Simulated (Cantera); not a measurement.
An adiabatic, constant-pressure homogeneous reactor starts with 5.56 % C3H8, 19.9 % O2, 74.6 % N2, equivalence ratio 1.4, at 1725 K and 1.00 bar.

Cantera simulation using GRI-Mech 3.0 (53 species, 325 reactions); the numbers are that mechanism's predictions, not measurements. GRI-Mech 3.0 was tuned for natural gas; its chemistry of propane as a main component is partial and can be far from experiment.

One state of this run: T (K) = 2861; x C3H8 = <1e-12; x O2 = 0.00490; x CH3 = <1e-12; x CH4 = <1e-12; x O = 0.00483; x CO2 = 0.0375. x: mole fraction; the columns are a selection and need not sum to one.

### Question
Which value of t (s) does it belong to?
(A) 1.14e-5
(B) 4.31e-5
(C) 0.000164
(D) 0.487

### Answer
D, 0.487
